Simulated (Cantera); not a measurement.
Reactions in the system Ca-F-O-S

Source: NASA polynomial tables (part measured, part estimated), evaluated in Cantera. Values are per mole of reaction as written; species without (g) are pure solids or liquids, kept so even where they would boil at 1 bar.

4 SO₂(g) + 3 CaF₂ = SF₆(g) + 3 CaS + 4 O₂(g)

```
T (K)  ΔH° (kJ)  ΔS° (J/K)  ΔG° (kJ)  log10 K
-----  --------  ---------  --------  -------
1700     2049.5      -40.8    2118.8   -65.10
1750     2046.7      -42.4    2120.9   -63.30
1800     2043.9      -44.0    2123.1   -61.61
1850     2041.2      -45.5    2125.3   -60.01
1900     2038.5      -46.9    2127.6   -58.49
1950     2035.9      -48.3    2130.0   -57.06
2000     2033.3      -49.6    2132.5   -55.69
```

4 CaS + 2 SO₂(g) = 4 CaO + 3 S₂(g)

```tsv
T (K)	ΔH° (kJ)	ΔS° (J/K)	ΔG° (kJ)	log10 K
1700	335.5	120.3	131.0	-4.03
1750	335.7	120.4	125.0	-3.73
1800	336.0	120.6	119.0	-3.45
1850	336.2	120.7	112.9	-3.19
1900	336.5	120.8	106.9	-2.94
1950	336.7	121.0	100.9	-2.70
2000	337.0	121.1	94.8	-2.48
```
